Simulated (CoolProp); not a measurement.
Aqueous sodium chloride as a coolant, 18 % by mass, freezing at -14.1 °C, 1 atm.

Values from CoolProp's Melinder's fits for secondary coolants.

```tsv
T (°C)	cp (kJ/(kg K))	Prandtl number	density (kg/m³)	viscosity (mPa s)
-0.7	3.433	(withheld)	1141	2.59
2	3.438	14.8	1140	2.38
4.8	(withheld)	13.5	(withheld)	2.18
7.5	3.448	12.4	1137	(withheld)
10.2	3.452	11.4	1136	1.86
13	3.456	10.5	1135	1.72
15.7	3.460	9.69	1134	(withheld)
18.4	3.463	9.00	1133	1.50
21.2	3.466	8.36	1131	1.41
23.9	3.469	(withheld)	1130	1.32
26.7	3.471	7.31	1129	1.25
29.4	3.473	6.88	1127	1.18
32.1	3.475	6.50	1126	1.12
34.9	3.476	6.14	1125	1.07
```

Q: Some entries are withheld; supply them.

A: 
- -0.7, Prandtl number: 16.2
- 4.8, cp (kJ/(kg K)): 3.443
- 4.8, density (kg/m³): 1138
- 7.5, viscosity (mPa s): 2.01
- 15.7, viscosity (mPa s): 1.61
- 23.9, Prandtl number: 7.82
